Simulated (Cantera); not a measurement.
Charge: 1 mol borazine, 7.6 mol O2, 190 mol N2, 62 mol H2, equilibrated at 1023 K and 5800 Pa.

Cantera equilibrium calculation (NASA polynomials, part measured and part estimated; ideal gas, pure solids and liquids). Candidate condensed phases: B, BN, B2O3, B3O3H3, H2O; 39 gas species. The feed counts by its element totals alone. Gases not in the tables: H3BO3. Kinetics and transport are ignored.

Base state: N2 0.747, H2 0.212, H2O 0.0416, (HBO2)3 5.08e-5, HBO2 3.56e-5 (mole fractions); condensed: B2O3(l).

What changes in the equilibrium state with this change: temperature from 1023 K to 1675 K?


| species | before | after |
|---|---|---|
| N2 | 0.747 | 0.742 |
| H2 | 0.212 | 0.210 |
| H2O | 0.0416 | 0.0359 |
| HBO2 | 3.56e-5 | 0.0111 |
| B2O3 | <1e-9 | 0.000196 |
| HBO | 1.25e-9 | 9.39e-5 |
| H | 7.91e-9 | 0.000221 |
| (HBO2)3 | 5.08e-5 | 1.62e-8 |
| B2O3(l), mol | 1.48 | 0 |
